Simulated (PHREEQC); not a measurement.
Solution (54 °C): 0.22 mol/kgw HCl and 0.051 mol/kgw NH3. Closed to the air; pH follows from the charge balance.

The numbers come from PHREEQC with the ion-association model, phreeqc.dat.

Question: The ionic strength comes out as 0.220 mol/kgw. What activity coefficients do H+, Cl-, NH4+ get?

Answer: H+ 0.79, Cl- 0.70, NH4+ 0.66.

No solid was allowed to form. Complexes and solids missing from the database can't appear. At this temperature some constants are extrapolated from 25 °C, and those without enthalpy data are left unchanged.
